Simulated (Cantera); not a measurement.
**Stirred combustor or abatement burner**

A perfectly stirred reactor is fed with 3.52 % CH4, 0.190 % C2H6, 0.120 % C3H8, 20.2 % O2, 76.0 % N2, equivalence ratio 0.41, at 1.38 atm; it is adiabatic with a 800 K inlet, and is followed from long to short residence time, starting on the burning branch (τ in s: 0.42, 0.13, 0.04, 0.012, 0.0038, 0.0012, 0.00037, 0.00011, 3.5e-05).

Model: GRI-Mech 3.0 (53 species, 325 reactions), integrated in Cantera.

```json
[
 {"τ (s)": "0.42", "T (K)": "1724", "x CH4": "3.04e-6", "x C2H6": "3.69e-8", "x C3H8": "2.12e-8", "x H2O": "0.0804", "x CH2CO": "1.20e-7"},
 {"τ (s)": "0.13", "T (K)": "1722", "x CH4": "6.80e-6", "x C2H6": "8.84e-8", "x C3H8": "5.36e-8", "x H2O": "0.0802", "x CH2CO": "2.89e-7"},
 {"τ (s)": "0.040", "T (K)": "1718", "x CH4": "1.46e-5", "x C2H6": "1.99e-7", "x C3H8": "1.26e-7", "x H2O": "0.0800", "x CH2CO": "6.43e-7"},
 {"τ (s)": "0.012", "T (K)": "1711", "x CH4": "3.15e-5", "x C2H6": "4.41e-7", "x C3H8": "2.84e-7", "x H2O": "0.0797", "x CH2CO": "1.35e-6"},
 {"τ (s)": "0.0038", "T (K)": "1697", "x CH4": "6.61e-5", "x C2H6": "9.30e-7", "x C3H8": "5.97e-7", "x H2O": "0.0791", "x CH2CO": "2.55e-6"},
 {"τ (s)": "0.0012", "T (K)": "1671", "x CH4": "0.000146", "x C2H6": "2.03e-6", "x C3H8": "1.28e-6", "x H2O": "0.0782", "x CH2CO": "4.56e-6"},
 {"τ (s)": "0.00037", "T (K)": "1616", "x CH4": "0.000385", "x C2H6": "5.28e-6", "x C3H8": "3.21e-6", "x H2O": "0.0765", "x CH2CO": "8.73e-6"},
 {"τ (s)": "0.00011", "T (K)": "800", "x CH4": "0.0352", "x C2H6": "0.00190", "x C3H8": "0.00120", "x H2O": "<1e-12", "x CH2CO": "<1e-12"},
 {"τ (s)": "3.5e-5", "T (K)": "800", "x CH4": "0.0352", "x C2H6": "0.00190", "x C3H8": "0.00120", "x H2O": "<1e-12", "x CH2CO": "<1e-12"}
]
```
x: mole fraction; the columns are a selection and need not sum to one.
